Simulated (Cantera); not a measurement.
Input (Python, Cantera) and output of one run.

```python
import numpy as np
import cantera as ct

gas_names = """
    CL CL2 H HCL H2 Si SiCL SiCL2 SiCL3 SiCL4 SiH SiHCL3 SiH2 SiH2CL2 SiH3 SiH3CL SiH4 Si2 Si3
""".split()
cond_names = """
    Si(cr) Si(L)
""".split()


# ... load() reads the species with a 1 bar reference pressure and builds the phases ...
atoms = {
    'SiCl4': {'Si': 1, 'CL': 4},
    'H2': {'H': 2},
}
top_T = {}  # K; cautious upper limits of use, not melting points


# ... equilibrate(T, P, feed) seeds the gas with the atoms and calls Mixture.equilibrate('TP', solver="vcs", rtol=1e-11, max_steps=5000) ...
results = []
feed = {'SiCl4': 1, 'H2': 3.2}  # mol
P = 13000  # Pa
for T in [525, 575, 625, 675, 725, 775, 825, 875, 925, 975, 1025, 1075, 1125]:
    mix = equilibrate(T, P, feed)
    results.append((T, P, feed, dict(zip(mix.species_names, mix.species_moles))))

top = {s: max(r[3][s] / sum(r[3][g] for g in gas_names) for r in results) for s in gas_names}
cols = sorted((s for s in top if top[s] > 1e-06), key=lambda s: -top[s])[:8]
seen = [c for c in cond_names if any(r[3].get(c, 0) > 1e-12 for r in results)]
print("log10 of partial pressures in bar; condensed amounts in mol")
print(f"{'T/K':>10s}" + "".join(f"{s[:9]:>10s}" for s in cols + seen))
for T, P, feed, n in results:
    ng = sum(n[g] for g in gas_names)
    print(f"{T:10.4g}" + "".join(f"{np.log10(max(n[s] / ng * P / 1e5, 1e-99)):10.3f}" for s in cols)
          + "".join(f"{n.get(c, 0):10.4g}" for c in seen))
```

It prints:

```
log10 of partial pressures in bar; condensed amounts in mol
       T/K        H2     SiCL4       HCL    SiHCL3     SiCL3     SiCL2   SiH2CL2    SiH3CL
       525    -1.005    -1.511    -3.979    -3.979   -10.310   -15.332    -7.865   -12.500
       575    -1.005    -1.512    -3.673    -3.673    -9.075   -13.299    -7.169   -11.388
       625    -1.006    -1.515    -3.418    -3.418    -8.040   -11.593    -6.589   -10.458
       675    -1.007    -1.518    -3.203    -3.204    -7.160   -10.143    -6.098    -9.670
       725    -1.008    -1.523    -3.020    -3.022    -6.403    -8.896    -5.678    -8.995
       775    -1.010    -1.529    -2.862    -2.866    -5.747    -7.812    -5.316    -8.410
       825    -1.012    -1.536    -2.725    -2.732    -5.172    -6.863    -5.000    -7.900
       875    -1.015    -1.545    -2.605    -2.616    -4.667    -6.026    -4.725    -7.452
       925    -1.018    -1.556    -2.497    -2.516    -4.220    -5.286    -4.485    -7.061
       975    -1.022    -1.568    -2.399    -2.434    -3.825    -4.631    -4.279    -6.722
      1025    -1.026    -1.583    -2.306    -2.369    -3.479    -4.056    -4.109    -6.439
      1075    -1.031    -1.601    -2.212    -2.326    -3.181    -3.561    -3.983    -6.220
      1125    -1.038    -1.624    -2.112    -2.311    -2.932    -3.149    -3.908    -6.078
```

These are equilibrium values from Cantera (NASA tables, ideal gas, pure condensed phases), not measurements of a reactor. The tables' values for SiCl3 are old estimates; treat these amounts as uncertain.
